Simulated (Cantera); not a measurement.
N₂O + SO₂ + N₂ + H₂O (abatement and gas-phase synthesis)

Feed: 1 mol N₂O, 0.32 mol SO₂, 0.77 mol N₂, 0.22 mol H₂O, at 240 Pa.

Method: chemical equilibrium by Gibbs-energy minimisation in Cantera with the NASA 1993 tables (ideal gas, pure condensed phases). Candidate condensed phases: H₂O, H₂SO₄, S; 60 gas species. Ions and electrons are included (thermal ionisation). Equilibrium is a limit: real reactors are often held back by kinetics, nucleation or transport.

| T (K) | x N₂ | x O | x N | x O₂ | x SO₂ | x H | x H₂O | x S | x SO | x OH | x NO |
|---|---|---|---|---|---|---|---|---|---|---|---|
| 2000 | 0.623 | 0.00564 | 1.45e-8 | 0.170 | 0.112 | 0.00107 | 0.0725 | 2.03e-6 | 0.000825 | 0.00747 | 0.00613 |
| 2250 | 0.604 | 0.0297 | 3.55e-7 | 0.155 | 0.104 | 0.0102 | 0.0565 | 9.88e-5 | 0.00600 | 0.0191 | 0.0106 |
| 2500 | 0.552 | 0.103 | 4.43e-6 | 0.122 | 0.0748 | 0.0468 | 0.0239 | 0.00199 | 0.0243 | 0.0279 | 0.0147 |
| 2750 | 0.477 | 0.238 | 3.39e-5 | 0.0688 | 0.0272 | 0.0892 | 0.00293 | 0.0162 | 0.0440 | 0.0172 | 0.0153 |
| 3000 | 0.425 | 0.355 | 0.000185 | 0.0236 | 0.00328 | 0.0994 | 0.000160 | 0.0472 | 0.0272 | 0.00554 | 0.0118 |
| 3250 | 0.407 | 0.402 | 0.000804 | 0.00620 | 0.000201 | 0.100 | 9.25e-6 | 0.0658 | 0.00823 | 0.00157 | 0.00780 |
| 3500 | 0.401 | 0.415 | 0.00287 | 0.00170 | 1.27e-5 | 0.100 | 7.35e-7 | 0.0710 | 0.00222 | 0.000491 | 0.00515 |
| 3750 | 0.397 | 0.418 | 0.00863 | 0.000530 | 1.07e-6 | 0.0999 | 7.95e-8 | 0.0721 | 0.000665 | 0.000174 | 0.00352 |
| 4000 | 0.387 | 0.416 | 0.0225 | 0.000188 | 1.17e-7 | 0.0992 | 1.11e-8 | 0.0719 | 0.000225 | 6.94e-5 | 0.00248 |
| 4250 | 0.366 | 0.411 | 0.0518 | 7.37e-5 | 1.61e-8 | 0.0977 | 1.91e-9 | 0.0709 | 8.48e-5 | 3.02e-5 | 0.00177 |
| 4500 | 0.329 | 0.400 | 0.105 | 3.11e-5 | 2.63e-9 | 0.0950 | 3.80e-10 | 0.0689 | 3.44e-5 | 1.39e-5 | 0.00125 |
| 4750 | 0.270 | 0.383 | 0.189 | 1.38e-5 | 4.86e-10 | 0.0907 | 8.41e-11 | 0.0656 | 1.47e-5 | 6.70e-6 | 0.000854 |
| 5000 | 0.194 | 0.360 | 0.298 | 6.34e-6 | 9.93e-11 | 0.0853 | 2.03e-11 | 0.0613 | 6.51e-6 | 3.32e-6 | 0.000549 |
x: gas mole fraction; nothing condenses.

From 2000 K to 5000 K nothing is condensed.
